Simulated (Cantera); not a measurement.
Charge: 1 mol V2O3, 380 mol H2, at 900 Torr.

Cantera equilibrium calculation (NASA polynomials, part measured and part estimated; ideal gas, pure solids and liquids). Candidate condensed phases: H2O, V, VO, V2O3, V2O4, V2O5; 12 gas species. Mutual solubility and eutectic melting of coexisting phases are not modelled. VO: taken at fixed stoichiometry. Condensed phases not in the tables: the oxides between V2O3 and V2O5 other than VO2. Kinetics and transport are ignored.

log p: log10 of the partial pressure in bar; n: condensed amount in mol.

```csv
T (K),log p H2,log p H2O,log p H,log p OH,n VO(s),n V2O3(s)
1125,0.08,-3.57,-7.31,<-11,0.170,0.915
1200,0.08,-3.27,-6.67,<-11,0.342,0.829
1275,0.08,-3.00,-6.09,-11.11,0.634,0.683
1350,0.08,[?],[?],[?],[?],[?]
1425,0.08,-2.55,-5.13,-9.42,1.78,0.108
1500,0.08,-2.50,[?],[?],2.00,0
1575,0.08,-2.50,-4.34,-8.36,2.00,0
1650,0.08,-2.50,-4.00,-7.93,2.00,0
1725,0.08,-2.50,-3.69,-7.53,2.00,0
```

**Question.** What belongs in the gaps?

**Answer.** 
- 1500, log p H: -4.72
- 1500, log p OH: -8.84
- 1350, log p H2O: -2.76
- 1350, log p H: -5.58
- 1350, log p OH: -10.21
- 1350, n VO(s): 1.10
- 1350, n V2O3(s): 0.452
